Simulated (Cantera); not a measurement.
Input: 1 mol BN, 66 mol HCl, equilibrated at 0.0100 bar.

These are equilibrium values from Cantera (NASA tables, ideal gas, pure condensed phases), not measurements of a reactor. Candidate condensed phases: B, BN, NH4Cl; 21 gas species. The tables' values for BCl2 are old estimates; treat these amounts as uncertain. Gases not in the tables: BHCl2. Kinetics and transport are ignored.

x: gas mole fraction; n: condensed amount in mol.

| T (K) | x HCl | x H2 | x BCl3 | x N2 | x Cl | n BN(s) |
|---|---|---|---|---|---|---|
| 848 | 0.988 | 0.00583 | 0.00389 | 0.00194 | 2.47e-9 | ? |
| 948 | 0.978 | 0.0111 | 0.00739 | 0.00369 | 4.64e-8 | ? |
| 1048 | 0.963 | 0.0185 | 0.0123 | 0.00617 | 4.99e-7 | ? |
| 1148 | 0.955 | 0.0227 | 0.0152 | 0.00758 | 4.00e-6 | 0 |
| 1248 | 0.955 | 0.0227 | 0.0152 | 0.00758 | 2.53e-5 | 0 |
| 1348 | 0.954 | 0.0228 | 0.0151 | 0.00758 | 0.000122 | 0 |
| 1448 | 0.954 | 0.0229 | 0.0151 | 0.00757 | 0.000473 | 0 |

Fill in the missing entries.


- 848, n BN(s): 0.743
- 948, n BN(s): 0.512
- 1048, n BN(s): 0.185
